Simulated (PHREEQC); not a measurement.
Dissolve 0.02 mol ZnSO4 and 1.6 mol KCl per kg of water at 15 °C. It is in equilibrium with CO2 at log p = -3.4 (atm). Otherwise closed; pH follows from the charge balance.

Computed with PHREEQC (ion-association model, wateq4f.dat).

| quantity | before | after |
|---|---|---|
| pH | 5.30 | 5.48 |
| ionic strength (mol/kgw) | 1.63 | 0.0491 |
| CO2 (mol/kgw) | 1.25e-5 | 1.80e-5 |
| HCO3- (mol/kgw) | 2.08e-6 | 2.51e-6 |
| CO3-2 (mol/kgw) | 6.08e-11 | 4.90e-11 |

Task: Which change was made?
A) diluted 5-fold with water
B) ZnSO4 from 0.02 to 0.2 mol/kgw
C) KCl left out
D) temperature from 15 to 60 °C
E) ZnSO4 from 0.02 to 0.04 mol/kgw

Result: C, KCl left out

No solid was allowed to form. The ionic strength passes 0.7 mol/kgw, the rough limit of the ion-association models, in before.
